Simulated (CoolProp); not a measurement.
Vapour-liquid equilibrium of cyclopropane (1) + R134a (2) at 328.8 K; x and y are mole fractions of (1).

Computed with CoolProp (multi-fluid Helmholtz-energy mixture model, Polt 1992 and Tillner-Roth 1994; pair parameters Bell 2016). This equation is an older, rougher fit; its heat capacities, sound speeds and derivatives of the liquid may be far off and weren't checked against measurements.

```tsv
x	bubble pressure, mixture model (MPa)	bubble pressure, Raoult's law (MPa)	y, mixture model	y, Raoult's law
0.05	1.613	1.516	0.088	0.050
0.125	1.735	1.517	0.195	0.126
0.2	1.830	1.518	0.280	0.202
0.275	1.901	1.519	0.349	0.277
0.35	1.950	1.520	0.409	0.352
0.425	1.980	1.521	0.461	0.427
0.5	1.993	1.523	0.510	0.502
0.575	1.991	1.524	0.556	0.577
0.65	1.973	1.525	0.604	0.652
0.725	1.936	1.526	0.656	0.727
0.8	1.877	1.527	0.716	0.802
0.875	1.787	1.528	0.793	0.876
0.95	1.652	1.529	0.900	0.950
```

The largest gap from Raoult's law is +30.9 % in bubble pressure, at x = 0.5. y crosses x between x = 0.5 and 0.575: the model has an azeotrope there.

The pair parameters rest on a limited set of measurements; away from them the model extrapolates.
